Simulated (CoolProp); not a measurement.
Vapour-liquid equilibrium of propylene (1) + R142b (2) at 8.14 bar; x and y are mole fractions of (1).

Values from CoolProp's multi-fluid Helmholtz-energy mixture model, Lemmon 2013 and Lemmon 2006; pair parameters Bell 2016.

```
x     bubble temperature (K)  y at the bubble point  dew temperature at overall composition x (K)  liquid density (mol/L)
----  ----------------------  ---------------------  --------------------------------------------  ----------------------
0.05                   326.3                  0.121                                         328.6                   10.33
0.15                   319.1                  0.326                                         325.3                   10.61
0.25                   312.6                  0.485                                         321.9                     ___
0.35                   307.0                  0.607                                         318.1                   11.12
0.45                   302.3                  0.701                                         314.1                   11.35
0.55                   298.2                  0.775                                         309.7                   11.57
0.65                   294.6                  0.836                                         304.9                   11.78
0.75                   291.5                    ___                                         299.6                     ___
0.85                   288.7                  0.934                                           ___                   12.21
0.95                   286.0                  0.978                                         287.7                   12.44
```

Problem. What belongs in the gaps?

Solution. 
- 0.25, liquid density (mol/L): 10.88
- 0.75, y at the bubble point: 0.887
- 0.75, liquid density (mol/L): 12.00
- 0.85, dew temperature at overall composition x (K): 293.8

No azeotrope shows between x = 0.05 and 0.95.

The pair parameters rest on a limited set of measurements; away from them the model extrapolates.
